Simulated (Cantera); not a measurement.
Predominance diagram of Li at 1650 K against the partial pressures of O₂ and Cl₂ (log10, bar). Source: NASA polynomial tables (part measured, part estimated), evaluated in Cantera. Candidates: Li(l), LiCl(l), Li₂O(s). Only these pure phases compete in this equilibrium. Not in the tables: the peroxide.

Which phase is stable at these pairs, and which metal-bearing vapour leads over it? (-10.2, -5.5); (-7.6, -3.7); (-4.2, -3.7); (-6.8, -12.8); (-7.6, -1.8); (-2.5, -9.2); (-3.4, -20.2)


```
log p(O₂)  log p(Cl₂)    phase  chief vapour  log p (bar)
---------  ----------  -------  ------------  -----------
-10.2            -5.5  LiCl(l)          LiCl         -0.2
-7.6             -3.7  LiCl(l)          LiCl         -0.2
-4.2             -3.7  LiCl(l)          LiCl         -0.2
-6.8            -12.8  Li₂O(s)          LiCl         -1.5
-7.6             -1.8  LiCl(l)          LiCl         -0.2
-2.5             -9.2  Li₂O(s)          LiCl         -0.7
-3.4            -20.2  Li₂O(s)          Li₂O         -4.4
```
